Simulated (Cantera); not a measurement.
A closed system holds: 1 mol KCl, a varied amount of H2, held at 1298 K and 10.0 mbar.

Equilibrium computed with Cantera from the NASA thermochemical tables; the gas is ideal and each condensed phase is pure. Candidate condensed phases: K, KCl; 10 gas species. Kinetics and transport are ignored.

x: gas mole fraction; nothing condenses.

```tsv
n(H2) (mol)	x H2	x KCl	x K2Cl2	x HCl	x K
3.7	0.793	0.198	…	0.000911	0.000911
5.7	0.853	0.141	…	0.000784	0.000784
7.6	0.885	0.111	…	0.000701	0.000701
9.6	0.907	0.0905	…	0.000637	0.000637
12	0.924	0.0742	…	0.000580	0.000580
13	0.929	0.0690	…	0.000560	0.000560
15	0.938	0.0605	…	0.000526	0.000526
17	0.945	0.0539	…	0.000497	0.000497
19	0.950	0.0486	…	0.000473	0.000472
21	0.954	0.0442	…	0.000451	0.000451
23	0.958	0.0406	…	0.000433	0.000433
25	0.961	0.0375	…	0.000416	0.000416
27	0.964	0.0348	…	0.000402	0.000401
```

Q: Fill in the missing entries.

A: 
- 3.7, x K2Cl2: 0.00790
- 5.7, x K2Cl2: 0.00402
- 7.6, x K2Cl2: 0.00249
- 9.6, x K2Cl2: 0.00166
- 12, x K2Cl2: 0.00111
- 13, x K2Cl2: 0.000963
- 15, x K2Cl2: 0.000741
- 17, x K2Cl2: 0.000588
- 19, x K2Cl2: 0.000478
- 21, x K2Cl2: 0.000396
- 23, x K2Cl2: 0.000333
- 25, x K2Cl2: 0.000284
- 27, x K2Cl2: 0.000245
